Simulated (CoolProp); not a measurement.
Vapour-liquid equilibrium of cyclohexane (1) + n-nonane (2) at 484.3 K; x and y are mole fractions of (1).

Computed with CoolProp (multi-fluid Helmholtz-energy mixture model, Zhou 2014 and Lemmon 2006; pair parameters Bell 2016).

```json
[
 {"x": "0.05", "bubble pressure, mixture model (bar)": "4.484", "bubble pressure, Raoult's law (bar)": "4.575", "y, mixture model": "0.140", "y, Raoult's law": "0.175"},
 {"x": "0.125", "bubble pressure, mixture model (bar)": "5.241", "bubble pressure, Raoult's law (bar)": "5.476", "y, mixture model": "0.301", "y, Raoult's law": "0.365"},
 {"x": "0.2", "bubble pressure, mixture model (bar)": "5.998", "bubble pressure, Raoult's law (bar)": "6.378", "y, mixture model": "0.424", "y, Raoult's law": "0.502"},
 {"x": "0.275", "bubble pressure, mixture model (bar)": "6.766", "bubble pressure, Raoult's law (bar)": "7.279", "y, mixture model": "0.523", "y, Raoult's law": "0.604"},
 {"x": "0.35", "bubble pressure, mixture model (bar)": "7.555", "bubble pressure, Raoult's law (bar)": "8.181", "y, mixture model": "0.606", "y, Raoult's law": "0.684"},
 {"x": "0.425", "bubble pressure, mixture model (bar)": "8.372", "bubble pressure, Raoult's law (bar)": "9.082", "y, mixture model": "0.676", "y, Raoult's law": "0.748"},
 {"x": "0.5", "bubble pressure, mixture model (bar)": "9.223", "bubble pressure, Raoult's law (bar)": "9.983", "y, mixture model": "0.737", "y, Raoult's law": "0.801"},
 {"x": "0.575", "bubble pressure, mixture model (bar)": "10.11", "bubble pressure, Raoult's law (bar)": "10.88", "y, mixture model": "0.791", "y, Raoult's law": "0.845"},
 {"x": "0.65", "bubble pressure, mixture model (bar)": "11.05", "bubble pressure, Raoult's law (bar)": "11.79", "y, mixture model": "0.838", "y, Raoult's law": "0.882"},
 {"x": "0.725", "bubble pressure, mixture model (bar)": "12.03", "bubble pressure, Raoult's law (bar)": "12.69", "y, mixture model": "0.880", "y, Raoult's law": "0.914"},
 {"x": "0.8", "bubble pressure, mixture model (bar)": "13.05", "bubble pressure, Raoult's law (bar)": "13.59", "y, mixture model": "0.918", "y, Raoult's law": "0.942"},
 {"x": "0.875", "bubble pressure, mixture model (bar)": "14.12", "bubble pressure, Raoult's law (bar)": "14.49", "y, mixture model": "0.952", "y, Raoult's law": "0.966"},
 {"x": "0.95", "bubble pressure, mixture model (bar)": "15.23", "bubble pressure, Raoult's law (bar)": "15.39", "y, mixture model": "0.982", "y, Raoult's law": "0.987"}
]
```

The largest gap from Raoult's law is -7.8 % in bubble pressure, at x = 0.425. No azeotrope shows between x = 0.05 and 0.95.

Pair parameters are fitted to limited data, so mixtures are less certain than the pure fluids.
